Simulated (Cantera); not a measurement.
A perfectly stirred reactor is fed with H₂ : O₂ : N₂ = 1 : 0.333 : 1.25 (molar parts), equivalence ratio 1.5, at 3750 Torr; it is adiabatic with a 598 K inlet, and is followed from long to short residence time, starting on the burning branch (τ in s: 0.036, 0.016, 0.0075, 0.0034, 0.0016, 0.00071, 0.00032, 0.00015, 6.7e-05, 3.1e-05).

Detailed kinetics in Cantera: GRI-Mech 3.0 (53 species, 325 reactions). The hydrogen kinetics of GRI-Mech 3.0 are dated; newer H2 mechanisms differ, most at raised pressure.

One state of this run: T (K) = 2450; x H₂ = 0.146; x O₂ = 0.000193; x N₂O = 2.06e-8; x NO = 0.000114; x NO₂ = 3.07e-9; x HO₂ = 2.45e-7. x: mole fraction; the columns are a selection and need not sum to one.

Which value of τ (s) does it belong to?
A. 0.00032
B. 0.036
C. 0.00071
D. 0.0016

D, 0.0016
